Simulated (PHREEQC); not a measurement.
Dissolve 0.015 mol/kgw ZnSO4, 0.00019 mol/kgw ZnCl2 and 0.00028 mol/kgw NaF at 65 °C. Closed to the air; pH follows from the charge balance.

Equilibrium calculation in PHREEQC: ion-association model, wateq4f.dat.

```yaml
pH: 5.28
ionic_strength: 0.0367 mol/kgw
```

| species | molality | activity | log γ |
|---|---|---|---|
| Zn+2 | 0.00912 | 0.00452 | -0.305 |
| SO4-2 | 0.00866 | 0.00413 | -0.321 |
| ZnSO4 | 0.00569 | 0.00574 | 0.004 |
| Cl- | 0.000359 | 0.000295 | -0.086 |
| Zn(SO4)2-2 | 0.000315 | 0.000147 | -0.331 |
| Na+ | 0.000273 | 0.000226 | -0.081 |
| F- | 0.000252 | 0.000206 | -0.086 |
| ZnF+ | 2.48e-5 | 2.05e-5 | -0.083 |
| ZnCl+ | 2.06e-5 | 1.70e-5 | -0.084 |
| ZnOH+ | 1.65e-5 | 1.36e-5 | -0.083 |
| NaSO4- | 7.02e-6 | 5.86e-6 | -0.078 |

This is a speciation only: nothing precipitates in the calculation. Constants without temperature data keep their 25 °C values here.
